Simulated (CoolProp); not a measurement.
Propylene at several states: density (kg/m³) from the reference equation and from simpler models built on Tc = 364.2 K, pc = 45.55 bar, ω = 0.146; each cubic takes its own stable root.

Values from CoolProp's reference Helmholtz-energy equation of state, Lemmon 2013.

```
T (K)  p (bar)          phase  reference  van der Waals  Redlich-Kwong  Soave-Redlich-Kwong
-----  -------  -------------  ---------  -------------  -------------  -------------------
570.3      103  supercritical          ?          113.4              ?                101.4
469      0.245            gas     0.2646         0.2646         0.2646               0.2646
474.2    0.152            gas     0.1623         0.1623         0.1623               0.1623
262.4     13.1         liquid          ?          355.8              ?                    ?
547.9    0.737            gas     0.6817         0.6819         0.6818               0.6816
```

Question: What belongs in the gaps?

Answer: 
- 570.3, reference: 105.1
- 570.3, Redlich-Kwong: 107.6
- 262.4, reference: 563.2
- 262.4, Redlich-Kwong: 514.7
- 262.4, Soave-Redlich-Kwong: 525.1
